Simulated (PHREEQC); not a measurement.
Make-up at 25 °C: 0.035 mol/kgw HF and 0.0035 mol/kgw NH4HF2. Closed to the air; pH follows from the charge balance.

Equilibrium calculation in PHREEQC: ion-association model, phreeqc.dat.

Precipitation was switched off in this run.

### Question
Order these F species by the share of F that they hold, largest first: F-, HF, HF2-.

### Answer
HF (80 %), F- (16 %), HF2- (4.1 %)

The pH is 2.43 and the ionic strength 0.00751 mol/kgw.
